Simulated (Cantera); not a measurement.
What does this Cantera script print?

```python
import numpy as np
import cantera as ct

gas = ct.Solution("h2o2.yaml")
gas.TPX = 1050, 2666, {'H2': 0.15, 'O2': 1, 'N2': 0.57}
reactor = ct.IdealGasConstPressureReactor(gas, energy="off", clone=False)
net = ct.ReactorNet([reactor])
net.rtol, net.atol = 1e-08, 1e-18
show = ['H2', 'O2', 'H', 'OH', 'O']
times = np.geomspace(2e-06, 40, 14)

steps = ct.SolutionArray(gas, extra=["t"])
rows = []
print(f"{'t/s':>10s}{'T/K':>9s}{'P/Pa':>11s}" + "".join(f"{s:>11s}" for s in show))
for t in times:
    while net.time < t:
        t_next = net.step()
        steps.append(gas.state, t=t_next)
    rows.append([np.interp(t, steps.t, y) for y in (steps.T, steps.P, *steps(*show).X.T)])
    print(f"{t:10.3e}{rows[-1][0]:9.1f}{rows[-1][1]:11.4g}" + "".join(f"{x:11.3e}" for x in rows[-1][2:]))
rate = np.gradient(steps.T, steps.t)
print("integrator steps:", len(steps.t))
if steps.T.max() > steps.T[0] + 200:
    print(f"time of steepest temperature rise: {steps.t[rate.argmax()]:.4e} s")
gas.TPX = 1050, 2666, {'H2': 0.15, 'O2': 1, 'N2': 0.57}
gas.equilibrate("TP")
print(f"equilibrium (TP): T = {gas.T:.1f} K  " + "  ".join(f"{s} {gas[s].X[0]:.3e}" for s in show))
```

Result:

```
       t/s      T/K       P/Pa         H2         O2          H         OH          O
 2.000e-06   1050.0       2666  8.721e-02  5.814e-01  7.144e-12  8.887e-14  9.043e-14
 7.289e-06   1050.0       2666  8.721e-02  5.814e-01  2.530e-11  1.085e-12  1.153e-12
 2.656e-05   1050.0       2666  8.721e-02  5.814e-01  8.634e-11  1.133e-11  1.387e-11
 9.680e-05   1050.0       2666  8.721e-02  5.814e-01  3.310e-10  9.233e-11  1.544e-10
 3.528e-04   1050.0       2666  8.721e-02  5.814e-01  4.009e-09  1.477e-09  3.069e-09
 1.286e-03   1050.0       2666  8.718e-02  5.814e-01  1.025e-05  3.867e-06  8.182e-06
 4.685e-03   1050.0       2666  2.751e-03  5.448e-01  1.483e-02  2.621e-03  1.858e-02
 1.707e-02   1050.0       2666  3.319e-04  5.602e-01  5.424e-04  7.955e-04  2.320e-03
 6.223e-02   1050.0       2666  2.039e-05  5.621e-01  8.097e-06  1.905e-04  1.453e-04
 2.268e-01   1050.0       2666  1.589e-06  5.623e-01  2.252e-07  5.821e-05  1.327e-05
 8.264e-01   1050.0       2666  2.000e-07  5.623e-01  1.286e-08  2.245e-05  1.970e-06
 3.012e+00   1050.0       2666  3.641e-08  5.623e-01  1.142e-09  1.001e-05  3.929e-07
 1.098e+01   1050.0       2666  8.093e-09  5.623e-01  1.278e-10  4.818e-06  9.139e-08
 4.000e+01   1050.0       2666  2.007e-09  5.623e-01  1.632e-11  2.424e-06  2.318e-08
integrator steps: 1890
equilibrium (TP): T = 1050.0 K  H2 2.712e-10  O2 5.623e-01  H 8.234e-13  OH 8.844e-07  O 3.091e-09
```

Detailed kinetics in Cantera: the H2/O2 subset of GRI-Mech 3.0, which has no nitrogen chemistry. Radical loss at walls, strong at low pressure, is not modelled. The temperature is held fixed by assumption; the heat of reaction is taken as removed at once.
